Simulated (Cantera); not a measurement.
Charge: 1 mol CO, 1.5 mol H2, held at 923 K and 29.0 Pa.

Method: chemical equilibrium by Gibbs-energy minimisation in Cantera with the NASA 1993 tables (ideal gas, pure condensed phases). Candidate condensed phases: C, C6H6, C7H8, C8H18, H2O; 110 gas species. Equilibrium is a limit: real reactors are often held back by kinetics, nucleation or transport.

Task: What is the equilibrium state?

Result: 
* **x(H2)**: 0.600
* **x(CO)**: 0.400
* **x(CO2)**: 0.000146
* **x(H2O)**: 0.000107
* **x(CH4)**: 2.43e-5
* **n(C(graphite))**: 0.000573 mol
* **gas amount**: 2.499 mol
